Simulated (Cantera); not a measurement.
A freely propagating, adiabatic, planar premixed flame of H2 : O2 : N2 = 1 : 0.294 : 1.35 (molar parts), unburnt at 600 K and 220000 Pa; mixture-averaged transport, grid criteria slope 0.08 and curve 0.16, no radiation.

Detailed kinetics in Cantera: the H2/O2 subset of GRI-Mech 3.0, which has no nitrogen chemistry. The hydrogen kinetics of GRI-Mech 3.0 are dated; newer H2 mechanisms differ, most at raised pressure. Burning velocities carry a grid error of a few per cent, more on coarse grids.

Problem. How do the results move with these cheaper or finer settings: unity-Lewis-number transport; multicomponent transport; multicomponent+Soret transport; grid criteria slope 0.5, curve 1; grid criteria slope 0.25, curve 0.5; grid criteria slope 0.03, curve 0.06?

Solution. 
| setting | laminar burning velocity | thermal thickness | peak x(OH) | peak x(HO2) | grid points |
|---|---|---|---|---|---|
| as above | 811 cm/s | 0.167 mm | 0.00633 | 0.000449 | 121 |
| unity-Lewis-number transport | 493 cm/s | 0.144 mm | 0.00633 | 0.000338 | 105 |
| multicomponent transport | 795 cm/s | 0.167 mm | 0.00631 | 0.000449 | 121 |
| multicomponent+Soret transport | 763 cm/s | 0.164 mm | 0.00631 | 0.000453 | 121 |
| grid criteria slope 0.5, curve 1 | 964 cm/s | 0.244 mm | 0.00683 | 0.000381 | 38 |
| grid criteria slope 0.25, curve 0.5 | 844 cm/s | 0.188 mm | 0.00659 | 0.000433 | 57 |
| grid criteria slope 0.03, curve 0.06 | 801 cm/s | 0.162 mm | 0.00615 | 0.000453 | 267 |
Unity Lewis numbers drop preferential diffusion, which matters most where H2 and H carry the flame; Soret adds thermal diffusion.
